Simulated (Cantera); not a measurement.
Source: NASA polynomial tables (part measured, part estimated), evaluated in Cantera. Values are per mole of reaction as written; species without (g) are pure solids or liquids, kept so even where they would boil at 1 bar.

6 O(g) + S2(g) ⇌ 2 SO3(g), with ΔH° = -2415.1 kJ and ΔS° = -681.5 J/K at 300 K.

How far is the shortcut ΔG° ≈ ΔH°(300 K) − T·ΔS°(300 K) from the full temperature-dependent value at 400, 475, 550, 625, 700, 775, 850, 925, 1000 K?


```tsv
T (K)	shortcut (kJ)	full (kJ)	difference (kJ)	difference in log10 K
400	-2142.5	-2141.6	-0.9	0.11
475	-2091.3	-2089.0	-2.3	0.26
550	-2040.2	-2035.9	-4.3	0.41
625	-1989.1	-1982.6	-6.6	0.55
700	-1938.0	-1928.9	-9.1	0.68
775	-1886.9	-1875.1	-11.8	0.79
850	-1835.8	-1821.2	-14.6	0.90
925	-1784.7	-1767.2	-17.5	0.99
1000	-1733.6	-1713.1	-20.5	1.07
```
The shortcut ignores the heat-capacity change of the reaction.
